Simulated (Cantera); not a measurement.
What does this Cantera script print?

```python
import numpy as np
import cantera as ct

gas = ct.Solution("gri30.yaml")
gas.TPX = 1575, 101325, {'C3H8': 1, 'H2': 61}
inlet = ct.Reservoir(gas, clone=True)

reactor = ct.IdealGasConstPressureReactor(gas, energy="off", clone=False)
exhaust = ct.Reservoir(gas, clone=True)
tau = [4.1, 1.8, 0.83, 0.38, 0.17, 0.077, 0.035, 0.016, 0.0071, 0.0032][0]
for a, b in ((inlet, reactor), (reactor, exhaust)):
    ct.MassFlowController(a, b, mdot=lambda t: reactor.mass / tau)
net = ct.ReactorNet([reactor])
show = ['C3H8', 'H2', 'CH4', 'CH2', 'C2H4', 'C2H6']

rows = []
print(f"{'tau/s':>10s}{'T/K':>9s}" + "".join(f"{s:>11s}" for s in show))
for tau in [4.1, 1.8, 0.83, 0.38, 0.17, 0.077, 0.035, 0.016, 0.0071, 0.0032]:
    net.initial_time = 0.0
    net.advance(30 * tau)
    before = gas.X
    net.advance(40 * tau)
    drift = np.max(np.abs(gas.X - before) / (gas.X + 1e-9))
    rows.append([gas.T, *gas[show].X, drift])
    print(f"{tau:10.3e}{gas.T:9.1f}" + "".join(f"{x:11.3e}" for x in gas[show].X))
```

Result:

```
     tau/s      T/K       C3H8         H2        CH4        CH2       C2H4       C2H6
 4.100e+00   1575.0  2.571e-07  9.611e-01  3.003e-02  1.048e-09  1.044e-03  4.857e-06
 1.800e+00   1575.0  5.753e-07  9.619e-01  2.859e-02  1.063e-09  1.134e-03  5.117e-06
 8.300e-01   1575.0  1.214e-06  9.629e-01  2.657e-02  1.110e-09  1.267e-03  5.619e-06
 3.800e-01   1575.0  2.528e-06  9.642e-01  2.423e-02  1.243e-09  1.439e-03  6.557e-06
 1.700e-01   1575.0  5.227e-06  9.653e-01  2.206e-02  1.564e-09  1.640e-03  8.170e-06
 7.700e-02   1575.0  1.035e-05  9.661e-01  2.050e-02  2.199e-09  1.864e-03  1.058e-05
 3.500e-02   1575.0  1.987e-05  9.666e-01  1.948e-02  3.358e-09  2.148e-03  1.399e-05
 1.600e-02   1575.0  3.713e-05  9.669e-01  1.888e-02  5.366e-09  2.547e-03  1.867e-05
 7.100e-03   1575.0  6.984e-05  9.670e-01  1.850e-02  8.928e-09  3.167e-03  2.537e-05
 3.200e-03   1575.0  1.284e-04  9.671e-01  1.825e-02  1.478e-08  4.071e-03  3.434e-05
```

Detailed kinetics in Cantera: GRI-Mech 3.0 (53 species, 325 reactions). GRI-Mech 3.0 was tuned for natural gas; its chemistry of propane as a main component is partial and can be far from experiment. GRI-Mech 3.0 stops at C3 and has no aromatics, soot or wall deposition, so with more carbon than oxygen in the feed, carbon stays in small species such as C2H2 where larger ones or solid carbon would form.
